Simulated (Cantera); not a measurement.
**Diamond growth**

A diamond (100) surface in a fixed gas of H2 with x(CH4) = 0.0095, x(H) = 0.00092, at 1250 K, 28.5 Torr; coverages are run to steady state.

Cantera simulation using the Harris–Goodwin 1993 mechanism for the reconstructed diamond (100) surface; the numbers are that mechanism's predictions, not measurements.

```tsv
x(CH3)	growth (µm/h)	θ c6HH	θ c6H*	θ c6*H	θ c6**	θ c6HM
1e-06	0.00334	0.445	0.0418	0.487	0.0253	4.20e-6
2.4e-06	0.00801	0.445	0.0418	0.487	0.0253	1.01e-5
5.8e-06	0.0194	0.445	0.0418	0.487	0.0253	2.43e-5
1.4e-05	0.0467	0.445	0.0418	0.487	0.0252	5.87e-5
3.4e-05	0.113	0.445	0.0418	0.487	0.0252	0.000142
8.1e-05	0.267	0.445	0.0418	0.487	0.0249	0.000338
0.00019	0.616	0.444	0.0417	0.486	0.0244	0.000788
0.00047	1.46	0.443	0.0416	0.484	0.0233	0.00191
0.0011	3.13	0.441	0.0412	0.480	0.0210	0.00432
```
θ: site fractions in the mechanism's names (c6HH fully hydrogenated, c6H* and c6*H radical sites, c6** diradical, c6HM methylated).
